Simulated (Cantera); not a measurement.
Cantera run:

```python
import numpy as np
import cantera as ct

gas_names = """
    CL CLO CL2 Mg MgCL MgCL2 MgO Mg2 O O2 O3 Ti TiCL TiCL2 TiCL3 TiCL4 TiO TiOCL TiOCL2 TiO2
""".split()
cond_names = """
    Mg(cr) Mg(L) MgCL2(s) MgCL2(L) MgO(s) MgO(L) MgTiO3(s) MgTiO3(L) MgTi2O5(s) MgTi2O5(L) Mg2TiO4(s)
    Mg2TiO4(L) Ti(a) Ti(b) Ti(L) TiCL2(s) TiCL3(s) TiCL4(L) TiO(a) TiO(b) TiO(L) TiO2(ru) TiO2(L)
    Ti2O3(a) Ti2O3(b) Ti2O3(L) Ti3O5(a) Ti3O5(b) Ti3O5(L) Ti4O7(s) Ti4O7(L)
""".split()


def load(file, names, dense=False):
    # The tables refer to 1 bar. Condensed volumes are neglected.
    table = {s.name: s for s in ct.Species.list_from_file(file)}
    out = []
    for n in names:
        d = dict(table[n].input_data)
        d["thermo"] = dict(d["thermo"], **{"reference-pressure": 1e5})
        if dense:
            d["equation-of-state"] = {"model": "constant-volume", "density": "1e6 g/cm^3"}
        out.append(ct.Species.from_dict(d))
    return out


gas = ct.Solution(thermo="ideal-gas", species=load("nasa_gas.yaml", gas_names))
cond = {s.name: ct.Solution(thermo="fixed-stoichiometry", species=[s], name=s.name)
        for s in load("nasa_condensed.yaml", cond_names, dense=True)}
atoms = {
    'TiO2': {'Ti': 1, 'O': 2},
    'MgCl2': {'Mg': 1, 'CL': 2},
    'O2': {'O': 2},
}
top_T = {'TiCL2(s)': 1300, 'TiCL3(s)': 1000}  # K; cautious upper limits of use, not melting points


def equilibrate(T, P, feed):
    n = {}
    for name, mol in feed.items():
        for a, k in atoms[name].items():
            n[a] = n.get(a, 0.0) + k * mol
    gas.TPX = T, P, n
    mass = sum(n.values()) * gas.mean_molecular_weight
    gas.equilibrate("TP")
    valid = [c for c in cond.values() if c.min_temp <= T <= top_T.get(c.name, c.max_temp)]
    mix = ct.Mixture([(gas, mass / gas.mean_molecular_weight)] + [(c, 0.0) for c in valid])
    mix.T, mix.P = T, P
    mix.equilibrate("TP", solver="vcs", rtol=1e-11, max_steps=5000)
    return mix


results = []
T = 800  # K
P = 23000  # Pa
for m in [0.11, 0.18, 0.25, 0.32, 0.39, 0.46, 0.53, 0.6, 0.66, 0.73]:
    feed = {'TiO2': 1, 'MgCl2': m, 'O2': 0.2}  # mol
    mix = equilibrate(T, P, feed)
    results.append((T, P, feed, dict(zip(mix.species_names, mix.species_moles))))
    x = sorted(zip(gas.X, gas.species_names), reverse=True)
    print(f"T = {T:g} K  P = {P:g} Pa  n(MgCl2) = {m:g} mol  gas = {mix.phase_moles(0):.4g} mol")
    print("   x: " + "  ".join(f"{s} {v:.3e}" for v, s in x if v > 0.001))
    print("   condensed (mol): " + ("  ".join(f"{mix.phase(i).name} {mix.phase_moles(i):.4g}"
          for i in range(1, mix.n_phases) if mix.phase_moles(i) > 1e-12) or "none"))
```

Result:

```
T = 800 K  P = 23000 Pa  n(MgCl2) = 0.11 mol  gas = 0.255 mol
   x: O2 5.686e-01  CL2 4.314e-01
   condensed (mol): MgTiO3(s) 0.11  TiO2(ru) 0.89
T = 800 K  P = 23000 Pa  n(MgCl2) = 0.18 mol  gas = 0.29 mol
   x: CL2 6.207e-01  O2 3.793e-01
   condensed (mol): MgTiO3(s) 0.18  TiO2(ru) 0.82
T = 800 K  P = 23000 Pa  n(MgCl2) = 0.25 mol  gas = 0.325 mol
   x: CL2 7.692e-01  O2 2.308e-01
   condensed (mol): MgTiO3(s) 0.25  TiO2(ru) 0.75
T = 800 K  P = 23000 Pa  n(MgCl2) = 0.32 mol  gas = 0.36 mol
   x: CL2 8.889e-01  O2 1.111e-01
   condensed (mol): MgTiO3(s) 0.32  TiO2(ru) 0.68
T = 800 K  P = 23000 Pa  n(MgCl2) = 0.39 mol  gas = 0.395 mol
   x: CL2 9.873e-01  O2 1.266e-02
   condensed (mol): MgTiO3(s) 0.39  TiO2(ru) 0.61
T = 800 K  P = 23000 Pa  n(MgCl2) = 0.46 mol  gas = 0.4 mol
   x: CL2 9.999e-01
   condensed (mol): MgCL2(s) 0.06003  MgTiO3(s) 0.4  TiO2(ru) 0.6
T = 800 K  P = 23000 Pa  n(MgCl2) = 0.53 mol  gas = 0.4 mol
   x: CL2 9.999e-01
   condensed (mol): MgCL2(s) 0.13  MgTiO3(s) 0.4  TiO2(ru) 0.6
T = 800 K  P = 23000 Pa  n(MgCl2) = 0.6 mol  gas = 0.4 mol
   x: CL2 9.999e-01
   condensed (mol): MgCL2(s) 0.2  MgTiO3(s) 0.4  TiO2(ru) 0.6
T = 800 K  P = 23000 Pa  n(MgCl2) = 0.66 mol  gas = 0.4 mol
   x: CL2 9.999e-01
   condensed (mol): MgCL2(s) 0.26  MgTiO3(s) 0.4  TiO2(ru) 0.6
T = 800 K  P = 23000 Pa  n(MgCl2) = 0.73 mol  gas = 0.4 mol
   x: CL2 9.999e-01
   condensed (mol): MgCL2(s) 0.33  MgTiO3(s) 0.4  TiO2(ru) 0.6
```

These are equilibrium values from Cantera (NASA tables, ideal gas, pure condensed phases), not measurements of a reactor. Condensed phases not in the tables: TiOCl, alloys, solid solutions and most ternary compounds.
